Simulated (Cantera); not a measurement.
Charge: 1 mol Si, 1.5 mol NF₃, 8.4 mol N₂, equilibrated at 1.33 mbar.

Equilibrium computed with Cantera from the NASA thermochemical tables; the gas is ideal and each condensed phase is pure. Candidate condensed phases: Si, Si₃N₄; 16 gas species. Equilibrium is a limit: real reactors are often held back by kinetics, nucleation or transport.

x: gas mole fraction; nothing condenses.

```
T (°C)   x N₂  x SiF₄      x F      x F₂     x NF₃     x NF₂
------  -----  ------  -------  --------  --------  --------
227     0.886  0.0977  2.47e-6  0.000269    0.0161  6.23e-12
302     0.885  0.0975        ?         ?         ?         ?
377     0.881  0.0965  0.00170    0.0160   0.00486   2.43e-9
452     0.876  0.0958  0.00877    0.0188  0.000500   5.48e-9
527     0.869  0.0950   0.0244    0.0115   3.10e-5   5.68e-9
602     0.862  0.0942   0.0397   0.00369   1.05e-6   2.82e-9
677     0.860  0.0940   0.0454         ?         ?         ?
752     0.859  0.0939   0.0466  0.000185  8.70e-10  2.83e-10
827     0.859  0.0939   0.0469   5.00e-5  4.36e-11  1.01e-10
902     0.859  0.0939   0.0469   1.58e-5  3.17e-12  4.07e-11
977     0.859  0.0939   0.0469   5.71e-6    <1e-12  1.82e-11
1052    0.859  0.0939   0.0469   2.31e-6    <1e-12  8.93e-12
1127    0.859  0.0939   0.0469   1.03e-6    <1e-12  4.72e-12
1202    0.859  0.0939   0.0469   4.96e-7    <1e-12  2.66e-12
```

Q: Complete the blanks.

A: 
- 677, x F₂: 0.000808
- 677, x NF₃: 2.63e-8
- 677, x NF₂: 8.98e-10
- 302, x F: 0.000117
- 302, x F₂: 0.00382
- 302, x NF₃: 0.0137
- 302, x NF₂: 2.56e-10
